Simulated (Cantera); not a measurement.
Cantera with NASA thermochemical tables; ideal gases at 1 bar, condensed phases pure. Values are per mole of reaction as written; species without (g) are pure solids or liquids, kept so even where they would boil at 1 bar.

2 NaI + H2(g) ⇌ 2 Na(g) + 2 HI(g), with ΔH° = 843.0 kJ and ΔS° = 392.7 J/K at 300 K.

Problem. How far is the shortcut ΔG° ≈ ΔH°(300 K) − T·ΔS°(300 K) from the full temperature-dependent value at 673, 748, 823, 898, 973, 1048, 1123, 1198, 1273 K?

Solution. 
| T (K) | shortcut (kJ) | full (kJ) | difference (kJ) | difference in log10 K | condensed phases |
|---|---|---|---|---|---|
| 673 | 578.7 | 584.9 | -6.2 | 0.48 | NaI(s) |
| 748 | 549.2 | 557.9 | -8.6 | 0.60 | NaI(s) |
| 823 | 519.8 | 531.1 | -11.4 | 0.72 | NaI(s) |
| 898 | 490.3 | 504.7 | -14.4 | 0.84 | NaI(s) |
| 973 | 460.9 | 480.6 | -19.7 | 1.06 | NaI(l) |
| 1048 | 431.4 | 458.5 | -27.1 | 1.35 | NaI(l) |
| 1123 | 401.9 | 436.7 | -34.7 | 1.62 | NaI(l) |
| 1198 | 372.5 | 415.2 | -42.7 | 1.86 | NaI(l) |
| 1273 | 343.0 | 393.9 | -50.8 | 2.09 | NaI(l) |
The shortcut ignores heat capacities and the phase changes listed.
